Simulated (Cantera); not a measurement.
Charge: 1 mol C2H5OH, 0.18 mol NH3, held at 1723 K and 1500 Torr.

Equilibrium computed with Cantera from the NASA thermochemical tables; the gas is ideal and each condensed phase is pure. Candidate condensed phases: C, C6H6, C7H8, C8H18, H2O; 136 gas species. The numbers say what is thermodynamically allowed, not how fast it happens.

Base state: H2 0.748, CO 0.229, N2 0.0204, CH4 0.00113, HCN 0.000512, H2O 0.000146, H 0.000112, C2H2 (acetylene) 6.77e-5 (mole fractions); condensed: C(graphite).

Task: What changes in the equilibrium state with this change: NH3 from 0.18 to 0.081 mol?

Result: 
```
species             before     after
----------------  --------  --------
H2                   0.748     0.748
CO                   0.229     0.240
N2                  0.0204   0.00956
HCN               0.000512  0.000351
HNC                1.62e-5   1.11e-5
CO2                1.28e-5   1.40e-5
H2O               0.000146  0.000153
CH4                0.00113   0.00113
C2H2 (acetylene)   6.77e-5   6.77e-5
C(graphite), mol     0.993     0.994
```
